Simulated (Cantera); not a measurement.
## Thermodynamics of aluminium and copper etching, feed Al + Cl2 + N2

Input: 1 mol Al, 6.5 mol Cl2, 17 mol N2, at 0.0465 Torr.

These are equilibrium values from Cantera (NASA tables, ideal gas, pure condensed phases), not measurements of a reactor. Candidate condensed phases: Al, AlCl3, AlN; 11 gas species. Rates play no part.

From 200 °C to 650 °C nothing is condensed. The main Al-bearing gas is Al2Cl6 at 200 °C and AlCl3 at 650 °C.

| T (°C) | log p N2 | log p Cl2 | log p AlCl3 | log p Al2Cl6 | log p Cl |
|---|---|---|---|---|---|
| 200 | -4.33 | -4.86 | -6.03 | -6.05 | -13.00 |
| 275 | -4.34 | -4.87 | -5.60 | -7.05 | -11.16 |
| 350 | -4.34 | -4.87 | -5.57 | -8.39 | -9.75 |
| 425 | -4.34 | -4.87 | -5.57 | -9.48 | -8.64 |
| 500 | -4.34 | -4.87 | -5.57 | -10.34 | -7.75 |
| 575 | -4.34 | -4.87 | -5.57 | -11.05 | -7.01 |
| 650 | -4.34 | -4.88 | -5.57 | -11.64 | -6.39 |
log p: log10 of the partial pressure in bar; nothing condenses.
